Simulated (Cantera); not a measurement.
An isothermal, constant-pressure homogeneous reactor starts with CO : O2 : H2O : N2 = 0.015 : 0.04 : 0.00023 : 1 (molar parts), equivalence ratio 0.19, at 1500 K and 5.00 bar.

Cantera simulation using GRI-Mech 3.0 (53 species, 325 reactions); the numbers are that mechanism's predictions, not measurements.

x: mole fraction; the columns are a selection and need not sum to one.

```json
[
 {"t (s)": "2.00e-6", "x CO": "0.0142", "x O2": "0.0379", "x H2O": "0.000218", "x N2O": "<1e-12", "x H2": "<1e-12"},
 {"t (s)": "9.28e-6", "x CO": "0.0142", "x O2": "0.0379", "x H2O": "0.000218", "x N2O": "7.34e-12", "x H2": "<1e-12"},
 {"t (s)": "4.31e-5", "x CO": "0.0142", "x O2": "0.0379", "x H2O": "0.000218", "x N2O": "1.50e-10", "x H2": "1.88e-11"},
 {"t (s)": "0.000200", "x CO": "0.0142", "x O2": "0.0379", "x H2O": "0.000218", "x N2O": "4.61e-9", "x H2": "2.04e-9"},
 {"t (s)": "0.000928", "x CO": "0.0119", "x O2": "0.0365", "x H2O": "0.000188", "x N2O": "3.17e-6", "x H2": "2.43e-6"},
 {"t (s)": "0.00431", "x CO": "0.00203", "x O2": "0.0319", "x H2O": "0.000205", "x N2O": "9.05e-6", "x H2": "7.48e-7"},
 {"t (s)": "0.0200", "x CO": "[?]", "x O2": "0.0311", "x H2O": "0.000215", "x N2O": "[?]", "x H2": "[?]"},
 {"t (s)": "0.0928", "x CO": "2.31e-6", "x O2": "0.0310", "x H2O": "0.000218", "x N2O": "2.30e-7", "x H2": "2.84e-9"},
 {"t (s)": "0.431", "x CO": "1.81e-7", "x O2": "0.0310", "x H2O": "0.000219", "x N2O": "7.85e-8", "x H2": "1.06e-9"},
 {"t (s)": "2.00", "x CO": "1.79e-7", "x O2": "0.0310", "x H2O": "0.000219", "x N2O": "7.83e-8", "x H2": "1.06e-9"},
 {"t (s)": "9.28", "x CO": "1.79e-7", "x O2": "0.0310", "x H2O": "0.000219", "x N2O": "7.83e-8", "x H2": "1.06e-9"},
 {"t (s)": "43.1", "x CO": "1.79e-7", "x O2": "0.0310", "x H2O": "0.000219", "x N2O": "7.83e-8", "x H2": "1.06e-9"},
 {"t (s)": "200", "x CO": "1.79e-7", "x O2": "0.0310", "x H2O": "0.000219", "x N2O": "7.83e-8", "x H2": "1.06e-9"}
]
```

Problem. Complete the blanks.

Solution. 
- 0.0200, x CO: 0.000107
- 0.0200, x N2O: 4.14e-6
- 0.0200, x H2: 5.11e-8
